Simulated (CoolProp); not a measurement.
Properties of R1336mzz(E) along the isotherm 410 K (Tc = 403.5 K, pc = 27.79 bar, ω = 0.413).

Model: reference Helmholtz-energy equation of state, Akasaka 2023, in CoolProp.

```csv
p (bar),phase,speed of sound (m/s),Joule-Thomson coefficient (K/MPa),isothermal compressibility (1/MPa),fugacity coefficient
0.18,gas,148.1,10.23,55.68,0.9978
0.291,gas,147.9,10.24,34.49,0.9964
0.47,gas,147.6,10.27,21.40,0.9943
0.76,gas,147.2,10.31,13.28,0.9907
1.23,gas,146.4,10.37,8.256,0.9850
1.98,gas,145.2,10.48,5.179,0.9759
3.21,gas,143.2,10.66,3.249,0.9611
5.18,gas,139.9,10.97,2.072,0.9375
8.37,gas,134.4,11.53,1.352,0.8998
13.5,gas,124.6,12.65,0.9320,0.8403
21.8,gas,105.5,15.45,0.7731,0.7457
35.3,supercritical,107.4,5.926,0.3101,0.5771
57,supercritical,198.8,1.421,0.04328,0.4047
```
